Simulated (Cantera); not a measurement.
Equilibrium for oxide etching and cleaning by halides: Fe2O3 + HCl + N2

A closed system holds: 1 mol Fe2O3, 17 mol HCl, 68 mol N2, held at 1200 K and 15.0 mbar.

Cantera equilibrium calculation (NASA polynomials, part measured and part estimated; ideal gas, pure solids and liquids). Candidate condensed phases: Fe, FeCl2, FeCl3, FeO, Fe(OH)2, Fe(OH)3, Fe2O3, Fe3O4, H2O, NH4Cl; 37 gas species. The numbers say what is thermodynamically allowed, not how fast it happens.

```json
{
 "x(N2)": "0.799",
 "x(HCl)": "0.176",
 "x(H2O)": "0.0119",
 "x(FeCl2)": "0.00844",
 "x(Cl)": "0.00131",
 "x(O2)": "0.00120",
 "x(Cl2)": "0.00115",
 "x(FeCl3)": "0.00108",
 "x(NO)": "1.49e-5",
 "n(Fe2O3(s))": "0.595 mol",
 "gas_amount": "85.11 mol",
 "log10 activity of FeCl2(l) (absent)": "-3.40",
 "log10 activity of Fe(γ) (absent)": "-7.59",
 "log10 activity of Fe(OH)2(s) (absent)": "-10.48"
}
```
